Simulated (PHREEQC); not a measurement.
4.4 g of hydrous ferric oxide (600 m²/g; 0.2 weak and 0.005 strong sites per Fe, Dzombak-Morel constants, diffuse double layer) in 1 kg of water with 0.01 mol/kgw of an inert sodium salt, at 25 °C; the pH is set by adding NaOH or the inert anion's acid. O2 is buffered at 0.21 atm. The system is closed to CO2. No solid was allowed to form.

Base run: PHREEQC, ion-association model, wateq4f.dat. Each further column changes one thing. The table gives surface charge σ (C/m²).

```
pH     base  background salt from 0.01 to 0.001 mol/kgw  oxide from 4.4 to 22 g/kgw  0.0079 mol/kgw BaCl2 added
---  ------  ------------------------------------------  --------------------------  --------------------------
3     0.335                                       0.303                       0.352                       0.354
4.5   0.169                                         [?]                         [?]                         [?]
5.5   0.079                                       0.037                         [?]                       0.117
7     0.017                                         [?]                       0.018                       0.032
8.5  -0.005                                      -0.002                      -0.005                      -0.003
9.5  -0.024                                      -0.009                      -0.026                         [?]
11   -0.103                                         [?]                      -0.118                      -0.012
```

Question: What belongs in the gaps?

Answer: 
- 4.5, background salt from 0.01 to 0.001 mol/kgw: 0.104
- 4.5, oxide from 4.4 to 22 g/kgw: 0.201
- 4.5, 0.0079 mol/kgw BaCl2 added: 0.223
- 5.5, oxide from 4.4 to 22 g/kgw: 0.090
- 7, background salt from 0.01 to 0.001 mol/kgw: 0.006
- 9.5, 0.0079 mol/kgw BaCl2 added: -0.010
- 11, background salt from 0.01 to 0.001 mol/kgw: -0.062

The oxide is taken as insoluble; below pH 4 it would dissolve.
